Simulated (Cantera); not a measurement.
What does this Cantera script print?

```python
import numpy as np
import cantera as ct

gas_names = """
    H HNO HNO2 HNO3 HO2 H2 H2O H2O2 N NH NH2 NH3 NH2OH NO NO2 NO3 N2 N2H2 N2H4 N2O O OH O2 O3 Si SiH
    SiH2 SiH3 SiH4 SiN SiO SiO2 Si2 Si2N Si3
""".split()
cond_names = """
    H2O(s) H2O(L) Si(cr) Si(L) SiO2(Lqz) SiO2(hqz) SiO2(L) Si2N2O(s) Si3N4(a)
""".split()


def load(file, names, dense=False):
    # The tables refer to 1 bar. Condensed volumes are neglected.
    table = {s.name: s for s in ct.Species.list_from_file(file)}
    out = []
    for n in names:
        d = dict(table[n].input_data)
        d["thermo"] = dict(d["thermo"], **{"reference-pressure": 1e5})
        if dense:
            d["equation-of-state"] = {"model": "constant-volume", "density": "1e6 g/cm^3"}
        out.append(ct.Species.from_dict(d))
    return out


gas = ct.Solution(thermo="ideal-gas", species=load("nasa_gas.yaml", gas_names))
cond = {s.name: ct.Solution(thermo="fixed-stoichiometry", species=[s], name=s.name)
        for s in load("nasa_condensed.yaml", cond_names, dense=True)}
atoms = {
    'Si': {'Si': 1},
    'H2O': {'H': 2, 'O': 1},
    'N2': {'N': 2},
}
top_T = {'Si2N2O(s)': 2100, 'Si3N4(a)': 2400}  # K; cautious upper limits of use, not melting points


def equilibrate(T, P, feed):
    n = {}
    for name, mol in feed.items():
        for a, k in atoms[name].items():
            n[a] = n.get(a, 0.0) + k * mol
    gas.TPX = T, P, n
    mass = sum(n.values()) * gas.mean_molecular_weight
    gas.equilibrate("TP")
    valid = [c for c in cond.values() if c.min_temp <= T <= top_T.get(c.name, c.max_temp)]
    mix = ct.Mixture([(gas, mass / gas.mean_molecular_weight)] + [(c, 0.0) for c in valid])
    mix.T, mix.P = T, P
    mix.equilibrate("TP", solver="vcs", rtol=1e-11, max_steps=5000)
    return mix


results = []
T = 2075  # K
P = 100000  # Pa
for m in [0.018, 0.026, 0.036, 0.051, 0.073, 0.1, 0.15, 0.21, 0.29, 0.41, 0.58, 0.82, 1.2]:
    feed = {'Si': 1, 'H2O': m, 'N2': 9.3}  # mol
    mix = equilibrate(T, P, feed)
    results.append((T, P, feed, dict(zip(mix.species_names, mix.species_moles))))

top = {s: max(r[3][s] / sum(r[3][g] for g in gas_names) for r in results) for s in gas_names}
cols = sorted((s for s in top if top[s] > 0.001), key=lambda s: -top[s])[:6]
seen = [c for c in cond_names if any(r[3].get(c, 0) > 1e-12 for r in results)]
print("log10 of partial pressures in bar; condensed amounts in mol")
print(f"{'n(H2O)':>10s}" + "".join(f"{s[:9]:>10s}" for s in cols + seen))
for T, P, feed, n in results:
    ng = sum(n[g] for g in gas_names)
    print(f"{feed['H2O']:10.4g}" + "".join(f"{np.log10(max(n[s] / ng * P / 1e5, 1e-99)):10.3f}" for s in cols)
          + "".join(f"{n.get(c, 0):10.4g}" for c in seen))
```

Result:

```
log10 of partial pressures in bar; condensed amounts in mol
    n(H2O)        N2        H2       SiO   SiO2(L) Si2N2O(s)  Si3N4(a)
     0.018    -0.002    -2.696    -2.683         0         0    0.3271
     0.026    -0.003    -2.536    -2.525         0         0    0.3244
     0.036    -0.004    -2.394    -2.385         0         0    0.3211
     0.051    -0.005    -2.243    -2.235         0         0    0.3161
     0.073    -0.007    -2.089    -2.083         0         0    0.3087
       0.1    -0.010    -1.955    -1.980         0  0.006859    0.2974
      0.15    -0.012    -1.781    -1.979         0   0.05597    0.2644
      0.21    -0.015    -1.638    -1.978         0    0.1149    0.2247
      0.29    -0.019    -1.502    -1.977         0    0.1935    0.1719
      0.41    -0.025    -1.359    -1.975         0    0.3113   0.09258
      0.58    -0.035    -1.222    -1.778         0    0.4194         0
      0.82    -0.065    -1.113    -1.219         0    0.1801         0
       1.2    -0.085    -0.977    -1.148    0.1963         0         0
```

Cantera equilibrium calculation (NASA polynomials, part measured and part estimated; ideal gas, pure solids and liquids). Mutual solubility and eutectic melting of coexisting phases are not modelled. The tables' values for SiN are old estimates; treat these amounts as uncertain. The tables hold silica as quartz up to 1696 K and as liquid above; real silica turns to tridymite and cristobalite and melts near 1996 K.
